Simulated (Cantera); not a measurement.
Feed: 1 mol SiF4, 0.75 mol C2H2, 1500 mol H2, at 2398 K and 0.100 bar.

Method: chemical equilibrium by Gibbs-energy minimisation in Cantera with the NASA 1993 tables (ideal gas, pure condensed phases). Candidate condensed phases: C, C6H6, C7H8, C8H18, Si, SiC; 113 gas species. The tables' values for SiF are old estimates; treat these amounts as uncertain. Gases not in the tables: Si2H6 and higher silanes. Equilibrium is a limit: real reactors are often held back by kinetics, nucleation or transport.

### Question
What is the equilibrium state?

### Answer
x(H2): 0.948
x(H): 0.0485
x(HF): 0.00257
x(Si): 0.000544
x(C2H2 (acetylene)): 0.000472
x(SiH): 5.20e-5
x(SiF): 1.84e-5
x(SiH2): 1.68e-5
x(SiC2): 7.48e-6
gas amount: 1541 mol
log10 activity of C(graphite) (absent): -0.57
log10 activity of Si(l) (absent): -1.59
